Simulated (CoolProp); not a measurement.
A single-stage vapour-compression cycle with R407C: evaporating at 298.15 K (dew point), condensing at 349.15 K (bubble point), superheat 5 K, subcooling 5 K, compressor efficiency 0.85, no pressure losses. Each further row changes one setting.

The numbers come from the reference Helmholtz-energy equation of state, Lemmon 2003 in CoolProp. It is a pseudo-pure fit of the blend.

```
case                              cooling COP  pressure ratio  discharge temperature (K)  refrigerating effect (kJ/kg)  volumetric capacity (kJ/m³)
--------------------------------  -----------  --------------  -------------------------  ----------------------------  ---------------------------
as stated                                2.91            3.78                      375.1                           110                         4650
evaporating temperature 303.15 K         3.35            3.28                      373.5                           112                         5480
condensing temperature 344.15 K          3.42            3.42                      369.0                           120                         5070
subcooling 10 K                          3.19            3.78                      375.1                           121                         5100
superheat 15 K                           2.97            3.78                      384.4                           121                         4800
compressor efficiency 0.75               2.57            3.78                      378.5                           110                         4650
```
